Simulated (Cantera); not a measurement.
An isothermal, constant-pressure homogeneous reactor starts with CH4 : CO2 : H2 = 1 : 0.75 : 0.14 (molar parts), at 1400 K and 195 Torr. Integrator tolerance rtol = 1e-08.

Cantera simulation using GRI-Mech 3.0 (53 species, 325 reactions); the numbers are that mechanism's predictions, not measurements.

Q: What does this change do: CH4 1 to 0.45 parts?

A: 
```json
[
 {"quantity": "x(CH4) at 3.00 s", "before": "0.412 (gas-phase equilibrium 0.0340)", "after": "0.274 (gas-phase equilibrium 3.36e-7)"},
 {"quantity": "x(CO2) at 3.00 s", "before": "0.331 (gas-phase equilibrium 7.11e-7)", "after": "0.477 (gas-phase equilibrium 0.0497)"},
 {"quantity": "x(H2) at 3.00 s", "before": "0.146 (gas-phase equilibrium 0.521)", "after": "0.111 (gas-phase equilibrium 0.380)"},
 {"quantity": "x(HO2) at 3.00 s", "before": "<1e-12 (gas-phase equilibrium <1e-12)", "after": "<1e-12 (gas-phase equilibrium <1e-12)"},
 {"quantity": "x(OH) at 3.00 s", "before": "9.81e-9 (gas-phase equilibrium <1e-12)", "after": "1.88e-8 (gas-phase equilibrium 2.61e-8)"},
 {"quantity": "x(HCO) at 3.00 s", "before": "9.59e-11 (gas-phase equilibrium 1.90e-9)", "after": "1.27e-10 (gas-phase equilibrium 1.85e-9)"},
 {"quantity": "x(CH3) at 3.00 s", "before": "7.64e-5 (gas-phase equilibrium 9.05e-6)", "after": "6.21e-5 (gas-phase equilibrium 1.05e-10)"}
]
```

Q: What does this change do: pressure from 195 Torr to 2100 Torr?

A: 
```
quantity                                            before                                     after
----------------  ----------------------------------------  ----------------------------------------
x(CH4) at 3.00 s      0.412 (gas-phase equilibrium 0.0340)      0.238 (gas-phase equilibrium 0.0704)
x(CO2) at 3.00 s     0.331 (gas-phase equilibrium 7.11e-7)     0.174 (gas-phase equilibrium 3.71e-5)
x(H2) at 3.00 s        0.146 (gas-phase equilibrium 0.521)       0.180 (gas-phase equilibrium 0.486)
x(HO2) at 3.00 s     <1e-12 (gas-phase equilibrium <1e-12)     <1e-12 (gas-phase equilibrium <1e-12)
x(OH) at 3.00 s     9.81e-9 (gas-phase equilibrium <1e-12)  1.72e-8 (gas-phase equilibrium 7.40e-12)
x(HCO) at 3.00 s  9.59e-11 (gas-phase equilibrium 1.90e-9)   1.08e-9 (gas-phase equilibrium 6.23e-9)
x(CH3) at 3.00 s   7.64e-5 (gas-phase equilibrium 9.05e-6)   2.59e-5 (gas-phase equilibrium 5.91e-6)
```
